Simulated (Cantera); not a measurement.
Feed: 1 mol Cu, 1.1 mol F₂, 46 mol N₂, equilibrated at 1.10 Pa.

These are equilibrium values from Cantera (NASA tables, ideal gas, pure condensed phases), not measurements of a reactor. Candidate condensed phases: Cu, CuF₂; 11 gas species. Rates play no part.

Task: At 1050 °C, list the 4 most abundant gas species with their mole fractions, and the condensed phases.

Result: N₂ 0.965, F 0.0143, CuF₂ 0.0108, CuF 0.0101. Condensed: gas only.
